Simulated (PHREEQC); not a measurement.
A solution holds 0.93 mol/kgw Na2CO3, 0.053 mol/kgw KCl and 1.3 mol/kgw NaCl, at 25 °C. Closed to the air; pH follows from the charge balance.

Model: Pitzer model, pitzer.dat, run in PHREEQC.

Problem. The ionic strength comes out as 4.14 mol/kgw. What activity coefficients do K+, CO3-2, Cl-, OH-, HCO3- get?

Solution. K+ 0.61, CO3-2 0.033, Cl- 0.58, OH- 0.63, HCO3- 0.32. Single-ion values are on the MacInnes scale.

Precipitation was switched off in this run. In brines, pH and single-ion activities rest on the MacInnes convention.
